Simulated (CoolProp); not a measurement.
The numbers come from the reference Helmholtz-energy equation of state, Lemmon 2006 in CoolProp. It is a short technical equation, of lower accuracy than the large ones.

Task: For acetone, give the phase and the isothermal compressibility (1/MPa), expansivity (1/kK) at 356.7 K and 3.87 bar; 356.7 K and 6.26 bar; 356.7 K and 180 bar.

Result: 
- 356.7 K and 3.87 bar: liquid; isothermal compressibility 0.00241, expansivity 1.79
- 356.7 K and 6.26 bar: liquid; isothermal compressibility 0.00240, expansivity 1.78
- 356.7 K and 180 bar: liquid; isothermal compressibility 0.00167, expansivity 1.43
